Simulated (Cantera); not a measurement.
Thermodynamics of boron, boron nitride and boron oxide, feed B + H2O

Charge: 1 mol B, 7.2 mol H2O, held at 75.0 Torr.

Cantera equilibrium calculation (NASA polynomials, part measured and part estimated; ideal gas, pure solids and liquids). Candidate condensed phases: B, B2O3, B3O3H3, H2O; 23 gas species. Gases not in the tables: H3BO3. Kinetics and transport are ignored.

| T (K) | log p H2O | log p H2 | log p HBO2 | log p H | log p OH | log p B2O3 | n B2O3(l) |
|---|---|---|---|---|---|---|---|
| 1573 | -1.16 | -1.71 | -1.93 | -5.24 | -6.14 | -4.05 | 0.0360 |
| 1673 | -1.17 | -1.71 | -1.90 | -4.80 | -5.58 | -3.87 | 0 |
| 1773 | -1.17 | -1.71 | -1.90 | -4.40 | -5.07 | -3.78 | 0 |
| 1873 | -1.17 | -1.71 | -1.90 | -4.05 | -4.61 | -3.71 | 0 |
| 1973 | -1.17 | -1.71 | -1.90 | -3.73 | -4.21 | -3.64 | 0 |
| 2073 | -1.17 | -1.71 | -1.91 | -3.44 | -3.84 | -3.58 | 0 |
| 2173 | -1.17 | -1.72 | -1.91 | -3.17 | -3.50 | -3.53 | 0 |
| 2273 | -1.18 | -1.72 | -1.92 | -2.93 | -3.20 | -3.48 | 0 |
log p: log10 of the partial pressure in bar; n: condensed amount in mol.

At 1573 K the condensed part is B2O3(l). From 1673 K to 2273 K nothing is condensed.
